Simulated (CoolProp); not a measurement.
R245ca along the isobar 0.101 MPa: density (kg/m³) from the reference equation and from simpler models built on Tc = 174.4 °C, pc = 3.941 MPa, ω = 0.355; each cubic takes its own stable root.

Computed with CoolProp (reference Helmholtz-energy equation of state, Zhou 2016).

| T (°C) | phase | reference | van der Waals | Redlich-Kwong | Peng-Robinson |
|---|---|---|---|---|---|
| 7.05 | liquid | 1432 | 5.948 | 6.008 | (withheld) |
| 21.05 | liquid | 1397 | 5.651 | 5.698 | (withheld) |
| 35.15 | gas | 5.469 | 5.381 | 5.418 | 5.448 |
| 49.15 | gas | 5.204 | 5.138 | 5.167 | 5.192 |
| 63.25 | gas | (withheld) | 4.915 | 4.938 | 4.958 |
| 77.25 | gas | 4.750 | 4.712 | 4.730 | 4.747 |
| 91.35 | gas | 4.553 | 4.524 | 4.539 | 4.552 |
| 105.35 | gas | 4.374 | 4.352 | 4.364 | 4.375 |
| 119.35 | gas | 4.209 | 4.193 | 4.202 | 4.211 |
| 133.45 | gas | 4.056 | 4.044 | 4.052 | 4.059 |

### Question
Some entries are withheld; supply them.

### Answer

- 7.05, Peng-Robinson: 1492
- 21.05, Peng-Robinson: 1458
- 63.25, reference: 4.965

At some of these states van der Waals, Redlich-Kwong gives the other phase, because its saturation line lies elsewhere.
